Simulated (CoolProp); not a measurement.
Properties of octamethylcyclotetrasiloxane (D4) along the isotherm 369 K (Tc = 586.5 K, pc = 13.47 bar, ω = 0.598).

The numbers come from the reference Helmholtz-energy equation of state, Thol 2015 in CoolProp.

```tsv
p (bar)	phase	Z	cp (kJ/(kg K))	Joule-Thomson coefficient (K/MPa)	fugacity coefficient
0.0213	gas	0.9969	?	37.00	0.9969
0.0344	gas	0.9950	?	37.13	0.9950
0.0556	gas	0.9919	1.473	?	0.9920
0.0898	liquid	0.001000	1.807	-0.3115	0.8098
0.145	liquid	0.001615	1.807	-0.3115	0.5018
0.234	liquid	0.002606	1.807	-0.3116	0.3113
0.379	liquid	0.004220	1.807	-0.3116	0.1925
0.612	liquid	?	1.807	-0.3118	?
0.989	liquid	0.01101	1.807	-0.3120	0.07427
1.6	liquid	0.01781	1.806	-0.3124	0.04622
2.58	liquid	0.02871	1.806	-0.3130	0.02898
4.17	liquid	0.04638	1.806	-0.3139	0.01825
6.74	liquid	0.07492	1.805	-0.3154	0.01162
```

**Question.** What belongs in the gaps?

**Answer.** 
- 0.0213, cp (kJ/(kg K)): 1.471
- 0.0344, cp (kJ/(kg K)): 1.472
- 0.0556, Joule-Thomson coefficient (K/MPa): 37.36
- 0.612, Z: 0.006814
- 0.612, fugacity coefficient: 0.1195
